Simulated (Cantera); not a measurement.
Mixture: 4.32 % CH4, 0.735 % C2H6, 0.229 % C3H8, 19.9 % O2, 74.8 % N2, at 2.30 bar, adiabatic and at constant volume. Ignition delay is the time to a rise of 400 K.

Computed with Cantera and GRI-Mech 3.0 (53 species, 325 reactions).

### Question
Predict: delay at 1275 K; delay at 1350 K; delay at 1425 K; delay at 1500 K; delay at 1575 K; delay at 1650 K; apparent activation energy between 1500 and 1650 K.

### Answer
```
Quantity                                                Result
--------------------------------------------------  ----------
delay at 1275 K                                       0.610 ms
delay at 1350 K                                       0.268 ms
delay at 1425 K                                       0.130 ms
delay at 1500 K                                        68.2 µs
delay at 1575 K                                        38.8 µs
delay at 1650 K                                        23.7 µs
apparent activation energy between 1500 and 1650 K  140 kJ/mol
```
